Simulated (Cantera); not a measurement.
A freely propagating, adiabatic, planar premixed flame of H2 : O2 : N2 = 1 : 0.25 : 0.94 (molar parts), equivalence ratio 2.0, unburnt at 598 K and 413 Torr; mixture-averaged transport, grid criteria slope 0.08 and curve 0.16, no radiation.

Detailed kinetics in Cantera: the H2/O2 subset of GRI-Mech 3.0, which has no nitrogen chemistry. Burning velocities carry a grid error of a few per cent, more on coarse grids.

What does this change do: O2 0.25 to 0.31 parts?


| quantity | before | after |
|---|---|---|
| laminar burning velocity | 844 cm/s | 962 cm/s |
| thermal thickness | 0.982 mm | 0.928 mm |
| peak x(H2O2) | 3.96e-6 | 5.09e-6 |
| peak x(H) | 0.108 | 0.122 |
| peak x(HO2) | 0.000153 | 0.000181 |

What does this change do: inlet temperature 598 to 500 K?


| quantity | before | after |
|---|---|---|
| laminar burning velocity | 844 cm/s | 626 cm/s |
| thermal thickness | 0.982 mm | 0.919 mm |
| peak x(H2O2) | 3.96e-6 | 1.29e-5 |
| peak x(H) | 0.108 | 0.0988 |
| peak x(HO2) | 0.000153 | 0.000210 |

What does this change do: inlet temperature 598 to 450 K?


```json
[
 {"quantity": "laminar burning velocity", "before": "844 cm/s", "after": "531 cm/s"},
 {"quantity": "thermal thickness", "before": "0.982 mm", "after": "0.881 mm"},
 {"quantity": "peak x(H2O2)", "before": "3.96e-6", "after": "2.28e-5"},
 {"quantity": "peak x(H)", "before": "0.108", "after": "0.0943"},
 {"quantity": "peak x(HO2)", "before": "0.000153", "after": "0.000242"}
]
```
